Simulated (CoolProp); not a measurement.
A simple Rankine cycle with isobutane: condensing at 315.15 K, boiler at 1.94 MPa, turbine inlet 522 K, turbine efficiency 0.7, pump efficiency 0.6, no recuperator. Each further row changes one setting.

Values from CoolProp's reference Helmholtz-energy equation of state, Bücker 2006.

| case | thermal efficiency (%) | net work (kJ/kg) | heat in (kJ/kg) | turbine exit temperature (K) | volume ratio over the turbine |
|---|---|---|---|---|---|
| as stated | 7.2 | 55.0 | 761 | 493.3 | 3.46 |
| turbine inlet 542 K | 7.1 | 57.8 | 817 | 513.6 | 3.44 |
| condensing temperature 307.15 K | 8.3 | 64.7 | 781 | 488.9 | 4.27 |
| boiler pressure 1.36 MPa | 5.3 | 40.8 | 770 | 502.1 | 2.41 |
| turbine efficiency 0.6 | 6.1 | 46.5 | 761 | 496.6 | 3.49 |
